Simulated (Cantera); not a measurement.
# CaCl₂ + H₂ + N₂ + HCl (halide evaporation, hydrolysis and transport)

Charge: 1 mol CaCl₂, 2.8 mol H₂, 0.15 mol N₂, 0.066 mol HCl, equilibrated at 0.260 bar.

These are equilibrium values from Cantera (NASA tables, ideal gas, pure condensed phases), not measurements of a reactor. Candidate condensed phases: Ca, CaCl₂, NH₄Cl; 16 gas species. Equilibrium is a limit: real reactors are often held back by kinetics, nucleation or transport.

From 650 K to 950 K the condensed part is CaCl₂(s). From 1100 K to 1700 K the condensed part is CaCl₂(l). At 1850 K nothing is condensed.

```csv
T (K),x H₂,x CaCl₂,x N₂,x HCl,n CaCl₂(s),n CaCl₂(l)
650,0.928,<1e-12,0.0493,0.0219,1.00,0
800,0.928,6.66e-12,0.0497,0.0219,1.00,0
950,0.928,1.17e-8,0.0497,0.0219,1.00,0
1100,0.928,2.13e-6,0.0497,0.0219,0,1.000
1250,0.928,8.09e-5,0.0497,0.0219,0,1.000
1400,0.927,0.00132,0.0497,0.0219,0,0.996
1550,0.917,0.0120,0.0491,0.0216,0,0.963
1700,0.863,0.0704,0.0462,0.0204,0,0.771
1850,0.696,0.248,0.0373,0.0174,0,0
```
x: gas mole fraction; n: condensed amount in mol.
